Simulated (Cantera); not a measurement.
A perfectly stirred reactor is fed with H2 : O2 : N2 = 0.49 : 1 : 0.95 (molar parts), at 99000 Pa; it is held at 1325 K, and followed from long to short residence time.

Detailed kinetics in Cantera: the H2/O2 subset of GRI-Mech 3.0, which has no nitrogen chemistry. The temperature is held fixed by assumption; the heat of reaction is taken as removed at once.

Task: What does this change do: pressure from 99000 Pa to 25000 Pa?

Result: 
```
quantity                  before     after
----------------------  --------  --------
x(H2) at τ = 2.30 s      2.95e-5   5.13e-5
x(O2) at τ = 2.30 s        0.344     0.344
x(H2O) at τ = 2.30 s       0.223     0.223
x(H2O2) at τ = 2.30 s    1.74e-7   2.22e-7
x(HO2) at τ = 2.30 s     1.61e-6   2.03e-6
x(H2) at τ = 45.0 ms    0.000409  0.000670
x(O2) at τ = 45.0 ms       0.344     0.343
x(H2O) at τ = 45.0 ms      0.222     0.222
x(H2O2) at τ = 45.0 ms   1.16e-6   1.10e-6
x(HO2) at τ = 45.0 ms    1.95e-5   1.83e-5
```

Task: What does this change do: pressure from 99000 Pa to 13000 Pa?

Result: 
| quantity | before | after |
|---|---|---|
| x(H2) at τ = 2.30 s | 2.95e-5 | 7.96e-5 |
| x(O2) at τ = 2.30 s | 0.344 | 0.344 |
| x(H2O) at τ = 2.30 s | 0.223 | 0.223 |
| x(H2O2) at τ = 2.30 s | 1.74e-7 | 2.17e-7 |
| x(HO2) at τ = 2.30 s | 1.61e-6 | 2.28e-6 |
| x(H2) at τ = 45.0 ms | 0.000409 | 0.00103 |
| x(O2) at τ = 45.0 ms | 0.344 | 0.342 |
| x(H2O) at τ = 45.0 ms | 0.222 | 0.220 |
| x(H2O2) at τ = 45.0 ms | 1.16e-6 | 9.33e-7 |
| x(HO2) at τ = 45.0 ms | 1.95e-5 | 1.62e-5 |
